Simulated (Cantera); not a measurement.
**Thermodynamics of carbothermic reduction, feed Ta₂O₅ + CO + H₂**

Feed: 1 mol Ta₂O₅, 10 mol CO, 2.3 mol H₂, at 2.30 mbar.

Method: chemical equilibrium by Gibbs-energy minimisation in Cantera with the NASA 1993 tables (ideal gas, pure condensed phases). Candidate condensed phases: C, C₆H₆, C₇H₈, C₈H₁₈, H₂O, Ta, TaC, Ta₂O₅; 113 gas species. Mutual solubility and eutectic melting of coexisting phases are not modelled. TaC: taken at fixed stoichiometry. Condensed phases not in the tables: Ta₂C, N, O or C dissolved in the metal. Equilibrium is a limit: real reactors are often held back by kinetics, nucleation or transport.

```tsv
T (°C)	x CO	x H₂	x H	x TaO₂	n TaC(s)	n Ta₂O₅(s)	n Ta(s)	n Ta₂O₅(l)
1527	0.811	0.185	0.00321	6.86e-6	0.00179	0.999	0	0
1577	0.811	0.184	0.00482	2.19e-5	0.00179	0.999	0	0
1627	0.810	0.183	0.00707	6.58e-5	0.00171	0.999	0	0
1677	0.808	0.181	0.0102	0.000186	0.00140	0.998	0	0
1727	0.806	0.178	0.0143	0.000457	0	0.996	0.00144	0
1777	0.804	0.175	0.0198	0.00105	0	0.992	0	0
1827	0.800	0.170	0.0268	0.00187	0	0	0	0.987
1877	0.795	0.164	0.0356	0.00319	0	0	0	0.978
```
x: gas mole fraction; n: condensed amount in mol.

From 1527 °C to 1677 °C the condensed part is TaC(s) + Ta₂O₅(s). At 1727 °C the condensed part is Ta(s) + Ta₂O₅(s). At 1777 °C the condensed part is Ta₂O₅(s). From 1827 °C to 1877 °C the condensed part is Ta₂O₅(l). The main Ta-bearing gas is TaO₂ throughout.
